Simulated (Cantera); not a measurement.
## Low-pressure radical oxidation in H2/O2

An isothermal, constant-pressure homogeneous reactor starts with H2 : O2 = 0.061 : 1 (molar parts), at 1050 K and 4.50 Torr.

Computed with Cantera and the H2/O2 subset of GRI-Mech 3.0, which has no nitrogen chemistry. Radical loss at walls, strong at low pressure, is not modelled. The temperature is held fixed by assumption; the heat of reaction is taken as removed at once.

```
t (s)         x H2   x O2       x H       x O      x OH
--------  --------  -----  --------  --------  --------
3.00e-5     0.0575  0.943  2.45e-11  1.70e-12  1.64e-12
6.31e-5     0.0575  0.943  4.86e-11  7.14e-12  6.60e-12
0.000133    0.0575  0.943  9.38e-11  2.88e-11  2.46e-11
0.000279    0.0575  0.943  1.84e-10  1.11e-10  8.27e-11
0.000588    0.0575  0.943  4.33e-10  4.46e-10  2.76e-10
0.00124     0.0575  0.943   1.71e-9   2.40e-9   1.29e-9
0.00260     0.0575  0.943   2.32e-8   3.57e-8   1.84e-8
0.00548     0.0575  0.942   5.07e-6   7.84e-6   4.03e-6
0.0115      0.0126  0.914    0.0155    0.0183   0.00420
0.0242     0.00105  0.908    0.0112    0.0280   0.00215
0.0510    0.000770  0.916   0.00712    0.0210   0.00184
0.107     0.000451  0.927   0.00306    0.0120   0.00140
0.226     0.000180  0.935  0.000751   0.00473  0.000882
0.475      5.06e-5  0.939  0.000112   0.00134  0.000467
1.00       1.20e-5  0.940   1.32e-5  0.000322  0.000229
```
x: mole fraction; the columns are a selection and need not sum to one.

Equilibrium at this temperature and pressure: H2 2.87e-10, O2 0.941, H 1.79e-12, O 8.43e-9, OH 1.18e-6 (gas phase only).
